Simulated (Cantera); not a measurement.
## Reactions in the system Al-Cl-H

Cantera with NASA thermochemical tables; ideal gases at 1 bar, condensed phases pure. Values are per mole of reaction as written; species without (g) are pure solids or liquids, kept so even where they would boil at 1 bar.

2 AlCl3 + 3 H2(g) ⇌ 2 Al(g) + 6 HCl(g)

```json
[
 {"T (K)": "300", "ΔH° (kJ)": "1516.7", "ΔS° (J/K)": "839.6", "ΔG° (kJ)": "1264.8", "log10 K": "-220.22", "condensed phases": "AlCl3(s)"},
 {"T (K)": "425", "ΔH° (kJ)": "1508.8", "ΔS° (J/K)": "817.6", "ΔG° (kJ)": "1161.3", "log10 K": "-142.72", "condensed phases": "AlCl3(s)"},
 {"T (K)": "450", "ΔH° (kJ)": "1506.8", "ΔS° (J/K)": "813.2", "ΔG° (kJ)": "1140.9", "log10 K": "-132.43", "condensed phases": "AlCl3(s)"},
 {"T (K)": "475", "ΔH° (kJ)": "1433.7", "ΔS° (J/K)": "656.2", "ΔG° (kJ)": "1122.0", "log10 K": "-123.38", "condensed phases": "AlCl3(l)"},
 {"T (K)": "500", "ΔH° (kJ)": "1430.7", "ΔS° (J/K)": "650.0", "ΔG° (kJ)": "1105.7", "log10 K": "-115.51", "condensed phases": "AlCl3(l)"},
 {"T (K)": "525", "ΔH° (kJ)": "1427.7", "ΔS° (J/K)": "644.1", "ΔG° (kJ)": "1089.5", "log10 K": "-108.40", "condensed phases": "AlCl3(l)"}
]
```
